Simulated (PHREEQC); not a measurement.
Consider water at 73 °C with 0.00097 mol H2S, 0.085 mol NaCl and 0.24 mol FeCl2 per kg of water. Closed to the air; pH follows from the charge balance.

Model: ion-association model, phreeqc.dat, run in PHREEQC.

Each row changes one thing in this solution. This is a speciation only: nothing precipitates in the calculation.

```json
[
 {"case": "as made", "pH": "3.84", "ionic strength (mol/kgw)": "0.754", "Fe+2 (mol/kgw)": "0.214", "FeCl+ (mol/kgw)": "0.0254", "FeOH+ (mol/kgw)": "3.13e-6", "SI of Halite (NaCl)": "-3.33"},
 {"case": "FeCl2 from 0.24 to 0.12 mol/kgw", "pH": "(withheld)", "ionic strength (mol/kgw)": "0.425", "Fe+2 (mol/kgw)": "0.110", "FeCl+ (mol/kgw)": "0.0100", "FeOH+ (mol/kgw)": "2.12e-6", "SI of Halite (NaCl)": "-3.53"},
 {"case": "diluted 100-fold with water", "pH": "5.38", "ionic strength (mol/kgw)": "0.00802", "Fe+2 (mol/kgw)": "0.00238", "FeCl+ (mol/kgw)": "(withheld)", "FeOH+ (mol/kgw)": "(withheld)", "SI of Halite (NaCl)": "(withheld)"},
 {"case": "0.36 mol/kgw MgBr2 added", "pH": "3.84", "ionic strength (mol/kgw)": "1.85", "Fe+2 (mol/kgw)": "0.225", "FeCl+ (mol/kgw)": "0.0149", "FeOH+ (mol/kgw)": "2.71e-6", "SI of Halite (NaCl)": "-3.30"},
 {"case": "0.22 mol/kgw Li2SO4 added", "pH": "4.28", "ionic strength (mol/kgw)": "1.00", "Fe+2 (mol/kgw)": "0.134", "FeCl+ (mol/kgw)": "0.0138", "FeOH+ (mol/kgw)": "5.03e-6", "SI of Halite (NaCl)": "-3.36"},
 {"case": "H2S left out", "pH": "(withheld)", "ionic strength (mol/kgw)": "0.754", "Fe+2 (mol/kgw)": "0.214", "FeCl+ (mol/kgw)": "0.0254", "FeOH+ (mol/kgw)": "2.49e-5", "SI of Halite (NaCl)": "-3.33"}
]
```

**Question.** What belongs in the gaps?

**Answer.** 
- FeCl2 from 0.24 to 0.12 mol/kgw, pH: 3.90
- diluted 100-fold with water, FeCl+ (mol/kgw): 1.25e-5
- diluted 100-fold with water, FeOH+ (mol/kgw): 3.00e-6
- diluted 100-fold with water, SI of Halite (NaCl): -7.01
- H2S left out, pH: 4.74

The ionic strength passes 0.7 mol/kgw, the rough limit of the ion-association models, in as made; 0.36 mol/kgw MgBr2 added; 0.22 mol/kgw Li2SO4 added; H2S left out. Constants without temperature data keep their 25 °C values here.
